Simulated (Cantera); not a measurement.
A perfectly stirred reactor is fed with 15.3 % H2, 84.7 % O2, at 1100 Pa; it is held at 1375 K, and followed from long to short residence time.

Model: GRI-Mech 3.0 (53 species, 325 reactions), integrated in Cantera. Radical loss at walls, strong at low pressure, is not modelled. The temperature is held fixed by assumption; the heat of reaction is taken as removed at once.

x: mole fraction; the columns are a selection and need not sum to one.

```json
[
 {"τ (s)": "0.49", "x H2": "0.00110", "x O2": "0.822", "x OH": "0.00573", "x O": "0.0105", "x H2O": "0.159", "x HO2": "2.75e-6", "x H2O2": "1.07e-7"},
 {"τ (s)": "0.30", "x H2": "0.00147", "x O2": "0.818", "x OH": "0.00664", "x O": "0.0142", "x H2O": "0.157", "x HO2": "3.09e-6", "x H2O2": "1.18e-7"},
 {"τ (s)": "0.19", "x H2": "___", "x O2": "0.813", "x OH": "___", "x O": "___", "x H2O": "0.155", "x HO2": "___", "x H2O2": "1.29e-7"},
 {"τ (s)": "0.11", "x H2": "0.00259", "x O2": "0.805", "x OH": "0.00875", "x O": "0.0254", "x H2O": "0.151", "x HO2": "3.69e-6", "x H2O2": "1.39e-7"},
 {"τ (s)": "0.070", "x H2": "0.00325", "x O2": "0.797", "x OH": "0.00974", "x O": "0.0320", "x H2O": "0.147", "x HO2": "3.87e-6", "x H2O2": "1.46e-7"},
 {"τ (s)": "0.043", "x H2": "0.00405", "x O2": "0.788", "x OH": "0.0108", "x O": "0.0401", "x H2O": "0.142", "x HO2": "4.01e-6", "x H2O2": "1.51e-7"},
 {"τ (s)": "0.027", "x H2": "0.00488", "x O2": "0.779", "x OH": "0.0117", "x O": "0.0479", "x H2O": "0.138", "x HO2": "4.08e-6", "x H2O2": "1.53e-7"},
 {"τ (s)": "0.016", "x H2": "___", "x O2": "0.769", "x OH": "0.0125", "x O": "___", "x H2O": "0.132", "x HO2": "4.10e-6", "x H2O2": "1.54e-7"},
 {"τ (s)": "0.010", "x H2": "0.00678", "x O2": "0.762", "x OH": "0.0132", "x O": "0.0618", "x H2O": "0.128", "x HO2": "4.09e-6", "x H2O2": "1.54e-7"},
 {"τ (s)": "0.0062", "x H2": "0.00790", "x O2": "0.757", "x OH": "0.0138", "x O": "0.0658", "x H2O": "0.123", "x HO2": "4.07e-6", "x H2O2": "1.56e-7"}
]
```

Q: Some entries are withheld; supply them.

A: 
- 0.19, x H2: 0.00192
- 0.19, x OH: 0.00756
- 0.19, x O: 0.0187
- 0.19, x HO2: 3.39e-6
- 0.016, x H2: 0.00585
- 0.016, x O: 0.0560
